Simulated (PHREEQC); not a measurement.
Make-up at 78 °C: 24 mmol/kgw ZnSO4, 4.2 mmol/kgw Na2SO4 and 3.6 mmol/kgw MnSO4. Closed to the air; pH follows from the charge balance.

Model: ion-association model, phreeqc.dat, run in PHREEQC.

**Question.** The ionic strength comes out as 0.0691 mol/kgw. What activity coefficients do Zn+2, Mn+2, H+, Na+, SO4-2 get?

**Answer.** Zn+2 0.39, Mn+2 0.41, H+ 0.83, Na+ 0.79, SO4-2 0.38.

Precipitation was switched off in this run. Species that the database lacks are ignored. At this temperature some constants are extrapolated from 25 °C, and those without enthalpy data are left unchanged.
